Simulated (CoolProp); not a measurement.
cis-2-butene at several states: fugacity coefficient from the reference equation and from simpler models built on Tc = 435.8 K, pc = 4236 kPa, ω = 0.202; each cubic takes its own stable root.

Computed with CoolProp (reference Helmholtz-energy equation of state, Lemmon 2005). It is a short technical equation, of lower accuracy than the large ones.

```tsv
T (K)	p (kPa)	phase	reference	van der Waals	Redlich-Kwong	Soave-Redlich-Kwong	Peng-Robinson
487.5	535	gas	0.9698	0.9716	0.9692	…	0.9666
196.4	18.6	liquid	0.05443	…	…	…	0.06156
499.6	103	gas	0.9946	0.9949	0.9945	0.9948	0.9940
399	601	gas	0.9346	…	0.9384	0.9366	0.9311
```

Q: Some entries are withheld; supply them.

A: 
- 487.5, Soave-Redlich-Kwong: 0.9707
- 196.4, van der Waals: 0.9921
- 196.4, Redlich-Kwong: 0.1078
- 196.4, Soave-Redlich-Kwong: 0.05492
- 399, van der Waals: 0.9481

At some of these states van der Waals gives the other phase, because its saturation line lies elsewhere.
